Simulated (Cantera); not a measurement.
Input (Python, Cantera) and output of one run.

```python
import numpy as np
import cantera as ct

gas_names = """
    B BH BH2 BH3 BN BO BO2 B2 B2O B2O2 B2O3 B3O3H3 H HBO HBO2 HNO HNO2 HNO3 HO2 H2 H2O H2O2 H3B3O6 N NH
    NH2 NH3 NH2OH NO NO2 NO3 N2 N2H2 N2H4 N2O O OH O2 O3
""".split()
cond_names = """
    B(b) B(L) BN(s) B2O3(L) B3O3H3(cr) H2O(s) H2O(L)
""".split()


def load(file, names, dense=False):
    # The tables refer to 1 bar. Condensed volumes are neglected.
    table = {s.name: s for s in ct.Species.list_from_file(file)}
    out = []
    for n in names:
        d = dict(table[n].input_data)
        d["thermo"] = dict(d["thermo"], **{"reference-pressure": 1e5})
        if dense:
            d["equation-of-state"] = {"model": "constant-volume", "density": "1e6 g/cm^3"}
        out.append(ct.Species.from_dict(d))
    return out


gas = ct.Solution(thermo="ideal-gas", species=load("nasa_gas.yaml", gas_names))
cond = {s.name: ct.Solution(thermo="fixed-stoichiometry", species=[s], name=s.name)
        for s in load("nasa_condensed.yaml", cond_names, dense=True)}
atoms = {
    'borazine': {'B': 3, 'N': 3, 'H': 6},
    'H2': {'H': 2},
    'O2': {'O': 2},
}
top_T = {'BN(s)': 3200}  # K; cautious upper limits of use, not melting points


def equilibrate(T, P, feed):
    n = {}
    for name, mol in feed.items():
        for a, k in atoms[name].items():
            n[a] = n.get(a, 0.0) + k * mol
    gas.TPX = T, P, n
    mass = sum(n.values()) * gas.mean_molecular_weight
    gas.equilibrate("TP")
    valid = [c for c in cond.values() if c.min_temp <= T <= top_T.get(c.name, c.max_temp)]
    mix = ct.Mixture([(gas, mass / gas.mean_molecular_weight)] + [(c, 0.0) for c in valid])
    mix.T, mix.P = T, P
    mix.equilibrate("TP", solver="vcs", rtol=1e-11, max_steps=5000)
    return mix


results = []
T = 1600  # K
P = 3500  # Pa
for m in [1.2, 2.6, 4.1, 5.5, 6.9, 8.3, 9.8]:
    feed = {'borazine': 1, 'H2': 2.2, 'O2': m}  # mol
    mix = equilibrate(T, P, feed)
    results.append((T, P, feed, dict(zip(mix.species_names, mix.species_moles))))

top = {s: max(r[3][s] / sum(r[3][g] for g in gas_names) for r in results) for s in gas_names}
cols = sorted((s for s in top if top[s] > 1e-06), key=lambda s: -top[s])[:7]
seen = [c for c in cond_names if any(r[3].get(c, 0) > 1e-12 for r in results)]
print("log10 of partial pressures in bar; condensed amounts in mol")
print(f"{'n(O2)':>10s}" + "".join(f"{s[:9]:>10s}" for s in cols + seen))
for T, P, feed, n in results:
    ng = sum(n[g] for g in gas_names)
    print(f"{feed['O2']:10.4g}" + "".join(f"{np.log10(max(n[s] / ng * P / 1e5, 1e-99)):10.3f}" for s in cols)
          + "".join(f"{n.get(c, 0):10.4g}" for c in seen))
```

It prints:

```
log10 of partial pressures in bar; condensed amounts in mol
     n(O2)        H2       H2O        O2        N2      HBO2       HBO      B2O3     BN(s)   B2O3(L)
       1.2    -1.529    -4.435   -16.170    -2.338    -3.474    -3.578    -3.834     1.407    0.7165
       2.6    -1.648    -2.655   -12.371    -2.125    -2.584    -4.587    -3.834         0     1.208
       4.1    -2.151    -1.850    -9.754    -2.151    -2.181    -5.493    -3.834         0    0.7673
       5.5    -5.636    -1.739    -2.564    -2.198    -2.126    -9.033    -3.834         0    0.5763
       6.9    -5.928    -1.817    -2.135    -2.270    -2.165    -9.286    -3.834         0    0.5017
       8.3    -6.079    -1.885    -1.969    -2.331    -2.199    -9.403    -3.834         0    0.4335
       9.8    -6.192    -1.948    -1.869    -2.388    -2.230    -9.485    -3.834         0    0.3659
```

Cantera equilibrium calculation (NASA polynomials, part measured and part estimated; ideal gas, pure solids and liquids). The feed counts by its element totals alone. Mutual solubility and eutectic melting of coexisting phases are not modelled. Gases not in the tables: H3BO3.
